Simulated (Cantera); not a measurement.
A perfectly stirred reactor is fed with 12.2 % CH4, 1.34 % C2H6, 18.2 % O2, 68.3 % N2, equivalence ratio 1.6, at 64000 Pa; it is adiabatic with a 525 K inlet, and is followed from long to short residence time, starting on the burning branch (τ in s: 0.47, 0.2, 0.084, 0.035, 0.015, 0.0064, 0.0027, 0.0011, 0.00048, 0.0002, 8.6e-05, 3.7e-05).

Computed with Cantera and GRI-Mech 3.0 (53 species, 325 reactions).

**Question.** Predict: blow-out, bracketed by the residence times tried; x(CH4) at τ = 0.470 s; x(C2H6) at τ = 0.470 s; x(O2) at τ = 0.470 s; x(C2H4) at τ = 0.470 s; x(NO) at τ = 0.470 s; x(CH4) at τ = 2.70 ms; x(C2H6) at τ = 2.70 ms; x(O2) at τ = 2.70 ms; x(C2H4) at τ = 2.70 ms; x(NO) at τ = 2.70 ms.

**Answer.** 
- blow-out, bracketed by the residence times tried = burning at 1.10 ms, out at 0.480 ms
- x(CH4) at τ = 0.470 s = 0.000266
- x(C2H6) at τ = 0.470 s = 9.14e-8
- x(O2) at τ = 0.470 s = 4.39e-5
- x(C2H4) at τ = 0.470 s = 4.64e-7
- x(NO) at τ = 0.470 s = 9.30e-5
- x(CH4) at τ = 2.70 ms = 0.00269
- x(C2H6) at τ = 2.70 ms = 1.53e-5
- x(O2) at τ = 2.70 ms = 0.00287
- x(C2H4) at τ = 2.70 ms = 0.000107
- x(NO) at τ = 2.70 ms = 5.75e-5
